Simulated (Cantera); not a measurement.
Cantera run:

```python
import numpy as np
import cantera as ct

gas_names = [...]  # 110 gases of nasa_gas.yaml made of C, F, H
cond_names = """
    C(gr) C6H6(L) C7H8(L) C8H18(L),n-octa
""".split()


# ... load() reads the species with a 1 bar reference pressure and builds the phases ...
atoms = {
    'CH2F2': {'C': 1, 'H': 2, 'F': 2},
}
top_T = {'C(gr)': 4500}  # K; cautious upper limits of use, not melting points


# ... equilibrate(T, P, feed) seeds the gas with the atoms and calls Mixture.equilibrate('TP', solver="vcs", rtol=1e-11, max_steps=5000) ...
results = []
feed = {'CH2F2': 1}  # mol
P = 630  # Pa
for T in [2000, 2250, 2500, 2750, 3000, 3250, 3500, 3750, 4000, 4250, 4500, 4750, 5000]:
    mix = equilibrate(T, P, feed)
    results.append((T, P, feed, dict(zip(mix.species_names, mix.species_moles))))
    x = sorted(zip(gas.X, gas.species_names), reverse=True)
    print(f"T = {T:g} K  P = {P:g} Pa  gas = {mix.phase_moles(0):.4g} mol")
    print("   x: " + "  ".join(f"{s} {v:.3e}" for v, s in x if v > 0.0001))
    print("   condensed (mol): " + ("  ".join(f"{mix.phase(i).name} {mix.phase_moles(i):.4g}"
          for i in range(1, mix.n_phases) if mix.phase_moles(i) > 1e-12) or "none"))
```

It prints:

```
T = 2000 K  P = 630 Pa  gas = 2.001 mol
   x: HF 9.989e-01  F 6.134e-04  H 2.811e-04  H2 1.882e-04
   condensed (mol): C(gr) 1
T = 2250 K  P = 630 Pa  gas = 2.006 mol
   x: HF 9.931e-01  F 3.618e-03  H 2.437e-03  H2 6.784e-04
   condensed (mol): C(gr) 0.9998
T = 2500 K  P = 630 Pa  gas = 2.03 mol
   x: HF 9.689e-01  F 1.560e-02  H 1.302e-02  H2 1.691e-03  CF 5.093e-04  CF2 1.742e-04
   condensed (mol): C(gr) 0.9979
T = 2750 K  P = 630 Pa  gas = 2.117 mol
   x: HF 8.893e-01  F 5.127e-02  H 4.867e-02  CF 3.353e-03  H2 3.189e-03  C3 2.678e-03  C 5.993e-04  CF2 3.819e-04  C2 2.589e-04  C2H 1.588e-04
   condensed (mol): C(gr) 0.9714
T = 3000 K  P = 630 Pa  gas = 2.496 mol
   x: HF 6.608e-01  H 1.298e-01  F 1.247e-01  C3 4.952e-02  CF 1.443e-02  C 8.045e-03  C2 5.031e-03  H2 4.259e-03  C2H 1.388e-03  C5 9.063e-04  CF2 5.922e-04  C2H2,acetylene 2.649e-04  C4 1.673e-04
   condensed (mol): C(gr) 0.5249
T = 3250 K  P = 630 Pa  gas = 3.199 mol
   x: HF 3.705e-01  H 2.453e-01  F 2.324e-01  C3 7.191e-02  C 3.608e-02  CF 2.164e-02  C2 1.535e-02  H2 3.678e-03  C2H 1.777e-03  C5 6.620e-04  CF2 3.290e-04  C4 2.358e-04  C2H2,acetylene 1.116e-04
   condensed (mol): none
T = 3500 K  P = 630 Pa  gas = 3.954 mol
   x: H 3.460e-01  F 3.332e-01  HF 1.545e-01  C 9.147e-02  C3 3.388e-02  C2 1.956e-02  CF 1.798e-02  H2 2.163e-03  C2H 8.804e-04
   condensed (mol): none
T = 3750 K  P = 630 Pa  gas = 4.586 mol
   x: H 3.846e-01  F 3.770e-01  C 1.563e-01  HF 4.936e-02  C2 1.404e-02  CF 9.651e-03  C3 7.812e-03  H2 9.272e-04  C2H 2.298e-04
   condensed (mol): none
T = 4000 K  P = 630 Pa  gas = 4.864 mol
   x: H 3.945e-01  F 3.914e-01  C 1.870e-01  HF 1.581e-02  C2 5.888e-03  CF 3.900e-03  C3 9.079e-04  H2 3.859e-04
   condensed (mol): none
T = 4250 K  P = 630 Pa  gas = 4.952 mol
   x: H 3.979e-01  F 3.967e-01  C 1.957e-01  HF 5.588e-03  C2 2.179e-03  CF 1.532e-03  H2 1.730e-04
   condensed (mol): none
T = 4500 K  P = 630 Pa  gas = 4.981 mol
   x: H 3.991e-01  F 3.987e-01  C 1.983e-01  HF 2.188e-03  C2 8.524e-04  CF 6.440e-04
   condensed (mol): none
T = 4750 K  P = 630 Pa  gas = 4.992 mol
   x: H 3.996e-01  F 3.994e-01  C 1.991e-01  HF 9.403e-04  C2 3.624e-04  CF 2.931e-04  Electron 1.610e-04  C+ 1.483e-04
   condensed (mol): none
T = 5000 K  P = 630 Pa  gas = 4.998 mol
   x: H 3.997e-01  F 3.996e-01  C 1.993e-01  HF 4.385e-04  Electron 3.332e-04  C+ 3.213e-04  C2 1.668e-04  CF 1.436e-04
   condensed (mol): none
```

Equilibrium computed with Cantera from the NASA thermochemical tables; the gas is ideal and each condensed phase is pure.
